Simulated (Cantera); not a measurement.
Dilute partial oxidation

An isothermal, constant-pressure homogeneous reactor starts with 1.28 % CH2O, 0.413 % O2, 98.3 % N2, at 1150 K and 430000 Pa.

Model: GRI-Mech 3.0 (53 species, 325 reactions), integrated in Cantera.

| t (s) | x CH2O | x O2 | x OH | x N2O | x C2H2 | x O |
|---|---|---|---|---|---|---|
| 1.00e-5 | 0.0128 | 0.00413 | 3.00e-11 | <1e-12 | <1e-12 | 1.34e-11 |
| 2.77e-5 | 0.0128 | 0.00413 | 1.57e-10 | <1e-12 | <1e-12 | 2.31e-11 |
| 7.65e-5 | 0.0128 | 0.00413 | 1.14e-9 | <1e-12 | <1e-12 | 6.72e-11 |
| 0.000211 | 0.0127 | 0.00411 | 1.52e-8 | 1.27e-11 | <1e-12 | 5.91e-10 |
| 0.000585 | 0.00875 | 0.00317 | 1.02e-6 | 5.33e-10 | <1e-12 | 3.57e-8 |
| 0.00162 | 1.23e-8 | 0.000394 | 7.38e-6 | 1.95e-8 | <1e-12 | 7.92e-6 |
| 0.00447 | 2.19e-9 | 3.19e-6 | 3.03e-7 | 5.95e-9 | <1e-12 | 1.11e-8 |
| 0.0124 | 6.81e-10 | 3.01e-7 | 7.28e-8 | 2.61e-9 | 1.04e-12 | 3.54e-10 |
| 0.0342 | 3.13e-10 | 4.70e-8 | 2.15e-8 | 1.36e-9 | 3.65e-12 | 2.32e-11 |
| 0.0946 | 2.01e-10 | 9.09e-9 | 6.76e-9 | 7.68e-10 | 8.63e-12 | 1.96e-12 |
| 0.262 | 1.65e-10 | 1.94e-9 | 2.22e-9 | 4.36e-10 | 1.33e-11 | <1e-12 |
| 0.723 | 1.53e-10 | 4.26e-10 | 7.59e-10 | 2.25e-10 | 1.61e-11 | <1e-12 |
| 2.00 | 1.49e-10 | 9.39e-11 | 2.67e-10 | 8.49e-11 | 1.73e-11 | <1e-12 |
x: mole fraction; the columns are a selection and need not sum to one.

Equilibrium at this temperature and pressure: CH2O 1.58e-10, O2 <1e-12, OH 1.04e-11, N2O <1e-12, C2H2 <1e-12, O <1e-12 (gas phase only).
